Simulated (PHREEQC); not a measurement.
A solution holds 0.057 mol/kgw Pb(NO3)2 and 0.00026 mol/kgw HCl, at 5 °C. Closed to the air; pH follows from the charge balance.

Computed with PHREEQC (ion-association model, phreeqc.dat).

```json
[
 {"quantity": "pH", "before": "3.66", "after": "3.64"},
 {"quantity": "ionic strength (mol/kgw)", "before": "0.134", "after": "0.0312"},
 {"quantity": "NO3- (mol/kgw)", "before": "0.0956", "after": "0.0212"},
 {"quantity": "Cl- (mol/kgw)", "before": "0.000198", "after": "0.000232"}
]
```

Question: Name the change that produced these shifts.
A. Pb(NO3)2 replaced by Fe(NO3)3 at the same molality
B. diluted 2-fold with water
C. Pb(NO3)2 from 0.057 to 0.0114 mol/kgw

Answer: C, Pb(NO3)2 from 0.057 to 0.0114 mol/kgw

No solid was allowed to form. At this temperature some constants are extrapolated from 25 °C, and those without enthalpy data are left unchanged.
